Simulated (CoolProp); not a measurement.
Values from CoolProp's reference Helmholtz-energy equation of state, Lemmon 2006. It is a short technical equation, of lower accuracy than the large ones.

Question: For isohexane, give the phase and the cv (kJ/(kg K)), fugacity coefficient at 372.5 K and 101 kPa.

Answer: 
- 372.5 K and 101 kPa: gas; cv 1.92, fugacity coefficient 0.969
